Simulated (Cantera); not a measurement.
Chlorosilane synthesis and conversion: SiCl4 + HCl + H2

Feed: 1 mol SiCl4, 1.7 mol HCl, 9.6 mol H2, equilibrated at 1280 Torr.

Cantera equilibrium calculation (NASA polynomials, part measured and part estimated; ideal gas, pure solids and liquids). Candidate condensed phases: Si; 19 gas species. The tables' values for SiCl3 are old estimates; treat these amounts as uncertain. Equilibrium is a limit: real reactors are often held back by kinetics, nucleation or transport.

```
T (°C)   x H2  x HCl  x SiCl4   x SiCl2   x SiCl3  x SiHCl3
------  -----  -----  -------  --------  --------  --------
300     0.780  0.138   0.0813    <1e-12  6.47e-12   6.48e-6
450     0.780  0.138   0.0812    <1e-12   1.47e-8  0.000137
600     0.780  0.139   0.0803   3.65e-9   2.24e-6  0.000964
750     0.777  0.142   0.0776   1.44e-6   7.27e-5   0.00359
900     0.771  0.148   0.0715  0.000105  0.000873   0.00866
1050    0.757  0.162   0.0593   0.00221   0.00490    0.0141
1200    0.728  0.192   0.0380    0.0146    0.0127    0.0135
1350    0.691  0.231   0.0163    0.0370    0.0161   0.00758
1500    0.667  0.256  0.00507    0.0550    0.0128   0.00309
```
x: gas mole fraction; nothing condenses.

From 300 °C to 1500 °C nothing is condensed. The main Si-bearing gas is SiCl4 at 300 °C and SiCl2 at 1500 °C.
